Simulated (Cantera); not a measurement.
An adiabatic, constant-volume homogeneous reactor starts with CH₄ : CO : O₂ : N₂ = 1 : 0.072 : 1.36 : 5.1 (molar parts), equivalence ratio 1.5, at 1648 K and 1.00 bar.

Cantera simulation using GRI-Mech 3.0 (53 species, 325 reactions); the numbers are that mechanism's predictions, not measurements.

Predict: time of steepest temperature rise; temperature at 1.00 s; equilibrium temperature; x(CO) at 1.00 s; x(O₂) at 1.00 s; x(HO₂) at 1.00 s; x(OH) at 1.00 s.


* **time of steepest temperature rise**: 0.335 ms
* **temperature at 1.00 s**: 2962 K
* **equilibrium temperature**: 2962 K
* **x(CO) at 1.00 s**: 0.0996 (gas-phase equilibrium 0.0996)
* **x(O₂) at 1.00 s**: 0.00318 (gas-phase equilibrium 0.00318)
* **x(HO₂) at 1.00 s**: 2.43e-6 (gas-phase equilibrium 2.43e-6)
* **x(OH) at 1.00 s**: 0.0173 (gas-phase equilibrium 0.0173)
